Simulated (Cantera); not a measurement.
Mixture: CO : H2 : CH4 : O2 : N2 = 1 : 0.12 : 0.51 : 2.36 : 8.87 (molar parts), equivalence ratio 0.67, at 2100000 Pa, adiabatic and at constant pressure. Ignition delay is the time to a rise of 400 K.

Model: GRI-Mech 3.0 (53 species, 325 reactions), integrated in Cantera. The pressure lies above the range GRI-Mech 3.0 was tuned for (to about 10 atm).

What does this change do: pressure from 2100000 Pa to 1000000 Pa?


```json
[
 {"quantity": "delay at 1050 K", "before": "4.45 ms", "after": "5.21 ms"},
 {"quantity": "delay at 1150 K", "before": "0.900 ms", "after": "1.17 ms"},
 {"quantity": "delay at 1250 K", "before": "0.271 ms", "after": "0.418 ms"},
 {"quantity": "delay at 1350 K", "before": "0.106 ms", "after": "0.178 ms"},
 {"quantity": "apparent activation energy between 1300 and 1400 K", "before": "130 kJ/mol", "after": "120 kJ/mol"}
]
```
